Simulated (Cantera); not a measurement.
A perfectly stirred reactor is fed with 35.7 % C2H4, 64.3 % H2, at 150 Pa; it is held at 1900 K, and followed from long to short residence time.

Cantera simulation using GRI-Mech 3.0 (53 species, 325 reactions); the numbers are that mechanism's predictions, not measurements. GRI-Mech 3.0 was tuned for natural gas; its chemistry of ethylene as a main component is partial and can be far from experiment. GRI-Mech 3.0 stops at C3 and has no aromatics, soot or wall deposition, so with more carbon than oxygen in the feed, carbon stays in small species such as C2H2 where larger ones or solid carbon would form. Radical loss at walls, strong at low pressure, is not modelled.

x: mole fraction; the columns are a selection and need not sum to one.

```csv
τ (s),x C2H4,x H2,x H,x CH2,x C2H2,x C2H6
8.3,0.000211,0.734,0.00300,4.44e-8,0.263,7.53e-11
2.5,0.00142,0.735,0.00117,1.44e-8,0.262,2.91e-10
0.77,…,0.734,…,…,0.258,…
0.24,0.0277,0.729,0.000296,4.50e-8,0.243,4.41e-9
0.072,…,0.714,…,…,…,…
0.022,0.191,0.686,0.000133,1.45e-7,0.122,2.53e-8
0.0067,0.289,0.661,6.83e-5,1.10e-7,0.0502,3.20e-8
```

Task: Fill in the missing entries.

Result: 
- 0.77, x C2H4: 0.00718
- 0.77, x H: 0.000533
- 0.77, x CH2: 2.16e-8
- 0.77, x C2H6: 1.26e-9
- 0.072, x C2H4: 0.0865
- 0.072, x H: 0.000195
- 0.072, x CH2: 9.38e-8
- 0.072, x C2H2: 0.199
- 0.072, x C2H6: 1.27e-8
